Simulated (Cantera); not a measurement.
Aluminium and copper etching: Al + I2 + N2

Feed: 1 mol Al, 2.4 mol I2, a varied amount of N2, equilibrated at 577 °C and 10.0 mbar.

Method: chemical equilibrium by Gibbs-energy minimisation in Cantera with the NASA 1993 tables (ideal gas, pure condensed phases). Candidate condensed phases: Al, AlI3, AlN, I2; 10 gas species. The numbers say what is thermodynamically allowed, not how fast it happens.

| n(N2) (mol) | log p N2 | log p AlI3 | log p I2 | log p I | log p Al2I6 |
|---|---|---|---|---|---|
| 0.29 | -2.89 | -2.36 | -2.44 | -3.18 | -5.85 |
| 0.41 | -2.76 | -2.38 | -2.46 | -3.19 | -5.90 |
| 0.59 | -2.64 | -2.41 | -2.50 | -3.21 | -5.96 |
| 0.85 | -2.52 | -2.45 | -2.54 | -3.23 | -6.05 |
| 1.2 | -2.42 | -2.50 | -2.59 | -3.26 | -6.15 |
| 1.8 | -2.32 | -2.58 | -2.67 | -3.30 | -6.30 |
| 2.5 | -2.26 | -2.65 | -2.75 | -3.34 | -6.45 |
| 3.6 | -2.19 | -2.75 | -2.85 | -3.39 | -6.64 |
| 5.2 | -2.14 | -2.86 | -2.97 | -3.45 | -6.86 |
| 7.5 | -2.10 | -2.98 | -3.10 | -3.51 | -7.10 |
| 11 | -2.07 | -3.12 | -3.25 | -3.59 | -7.37 |
log p: log10 of the partial pressure in bar; nothing condenses.

From 0.29 mol N2 to 11 mol N2 nothing is condensed. The main Al-bearing gas is AlI3 throughout.
